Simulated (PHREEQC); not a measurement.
0.019 g of hydrous ferric oxide (600 m²/g; 0.2 weak and 0.005 strong sites per Fe, Dzombak-Morel constants, diffuse double layer) in 1 kg of water with 0.005 mol/kgw of an inert sodium salt and 0.091 mmol/kgw MnCl2, at 25 °C; the pH is set by adding NaOH or the inert anion's acid. No oxygen is let in. No CO2 enters from the air. Precipitation was switched off in this run.

Equilibrium calculation in PHREEQC: ion-association model, wateq4f.dat.

```
pH  Mn sorbed (%)  surface charge σ (C/m²)  surface potential ψ (mV)
--  -------------  -----------------------  ------------------------
4             0.0                    0.185                       193
5             0.0                    0.092                       158
6      (withheld)               (withheld)                (withheld)
7             1.7               (withheld)                (withheld)
8            11.6                    0.007                (withheld)
9            22.0                    0.006                        34
10           24.1                    0.006                        32
11           24.2                    0.004                (withheld)
12           23.8                   -0.003                       -11
```

Question: What belongs in the gaps?

Answer: 
- 6, Mn sorbed (%): 0.2
- 6, surface charge σ (C/m²): 0.039
- 6, surface potential ψ (mV): 114
- 7, surface charge σ (C/m²): 0.014
- 7, surface potential ψ (mV): 65
- 8, surface potential ψ (mV): 37
- 11, surface potential ψ (mV): 20

Along this series the solution becomes supersaturated in solids that the run did not let form, among them Pyrochroite.
